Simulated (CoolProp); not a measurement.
Saturation properties of R124 (Tc = 122.3 °C, pc = 3624 kPa, ω = 0.288).

The numbers come from the reference Helmholtz-energy equation of state, de Vries 1995 in CoolProp.

| T (°C) | p (kPa) | liquid density (kg/m³) | enthalpy of vaporisation (kJ/kg) | surface tension (mN/m) |
|---|---|---|---|---|
| -52.05 | 13.06 | [?] | 183.5 | 19.4 |
| -48.35 | 16.38 | [?] | 182.0 | 18.9 |
| -44.55 | 20.47 | [?] | 180.4 | 18.4 |
| -40.75 | 25.35 | 1556 | 178.7 | 17.9 |
| -37.05 | 30.99 | 1546 | 177.1 | 17.4 |
| -33.25 | [?] | 1535 | 175.5 | [?] |
| -29.45 | 45.75 | [?] | 173.8 | 16.4 |
| -25.75 | 54.74 | 1514 | 172.2 | 16.0 |

Task: Fill in the missing entries.

Result: 
- -52.05, liquid density (kg/m³): 1588
- -48.35, liquid density (kg/m³): 1577
- -44.55, liquid density (kg/m³): 1567
- -33.25, p (kPa): 37.79
- -33.25, surface tension (mN/m): 16.9
- -29.45, liquid density (kg/m³): 1525

It boils at -12.0 °C under 1 atm.

Surface tension comes from a separate correlation (Mulero 2012).
